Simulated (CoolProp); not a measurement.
Octamethylcyclotetrasiloxane (D4) along the isotherm 446.3 K: Z from the reference equation and from simpler models built on Tc = 586.5 K, pc = 1.347 MPa, ω = 0.598; each cubic takes its own stable root.

Model: reference Helmholtz-energy equation of state, Thol 2015, in CoolProp.

| p (MPa) | phase | reference |
|---|---|---|
| 0.0426 | gas | 0.9684 |
| 0.0808 | gas | 0.9383 |
| 0.153 | liquid | 0.01590 |
| 0.29 | liquid | 0.03010 |
| 0.55 | liquid | 0.05699 |
| 1.04 | liquid | 0.1074 |
| 1.98 | liquid | 0.2033 |
| 3.75 | liquid | 0.3813 |
| 7.11 | liquid | 0.7114 |
| 13.5 | liquid | 1.318 |

Task: How far does each simpler model (van der Waals, Redlich-Kwong, Soave-Redlich-Kwong, Peng-Robinson) lie from the reference over these 10 states: mean and median of the absolute difference, and the worst?

Result: 
- van der Waals: mean 890.1 %, median 63.6 %, worst +5759.1 % at 446.3 K and 0.153 MPa
- Redlich-Kwong: mean 574.7 %, median 17.0 %, worst +5625.2 % at 446.3 K and 0.153 MPa
- Soave-Redlich-Kwong: mean 7.2 %, median 8.8 %, worst +10.3 % at 446.3 K and 0.153 MPa
- Peng-Robinson: mean 2.7 %, median 2.8 %, worst -5.1 % at 446.3 K and 13.5 MPa

At some of these states van der Waals, Redlich-Kwong gives the other phase, because its saturation line lies elsewhere.
